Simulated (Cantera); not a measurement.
**Thermodynamics of fluorocarbon and chlorocarbon gases, feed CF4 + CH4 + H2**

Feed: 1 mol CF4, 0.18 mol CH4, 4.4 mol H2, at 3.98 Torr.

Equilibrium computed with Cantera from the NASA thermochemical tables; the gas is ideal and each condensed phase is pure. Candidate condensed phases: C, C6H6, C7H8, C8H18; 95 gas species. Rates play no part.

From 1675 K to 2875 K the condensed part is C(graphite). The main C-bearing gas is C2H2 (acetylene) at 1675 K and C3 at 2875 K. The share of C in condensed phases is highest at 1675 K (100.0 %) and lowest at 2875 K (50.8 %).

```json
[
 {"T (K)": "1675", "x HF": "0.591", "x H": "0.00102", "x H2": "0.408", "x C3": "<1e-12", "x F": "1.26e-7", "x C2H2 (acetylene)": "2.37e-5", "n C(graphite)": "1.18"},
 {"T (K)": "1875", "x HF": "0.590", "x H": "0.00572", "x H2": "0.404", "x C3": "1.95e-10", "x F": "2.00e-6", "x C2H2 (acetylene)": "0.000128", "n C(graphite)": "1.18"},
 {"T (K)": "2075", "x HF": "0.585", "x H": "0.0229", "x H2": "0.392", "x C3": "3.10e-8", "x F": "1.89e-5", "x C2H2 (acetylene)": "0.000486", "n C(graphite)": "1.17"},
 {"T (K)": "2275", "x HF": "0.571", "x H": "0.0698", "x H2": "0.358", "x C3": "1.98e-6", "x F": "0.000122", "x C2H2 (acetylene)": "0.00136", "n C(graphite)": "1.16"},
 {"T (K)": "2475", "x HF": "0.542", "x H": "0.166", "x H2": "0.289", "x C3": "6.33e-5", "x F": "0.000610", "x C2H2 (acetylene)": "0.00281", "n C(graphite)": "1.13"},
 {"T (K)": "2675", "x HF": "0.496", "x H": "0.307", "x H2": "0.188", "x C3": "0.00119", "x F": "0.00260", "x C2H2 (acetylene)": "0.00404", "n C(graphite)": "1.07"},
 {"T (K)": "2875", "x HF": "0.436", "x H": "0.437", "x H2": "0.0904", "x C3": "0.0146", "x F": "0.0103", "x C2H2 (acetylene)": "0.00385", "n C(graphite)": "0.600"}
]
```
x: gas mole fraction; n: condensed amount in mol.
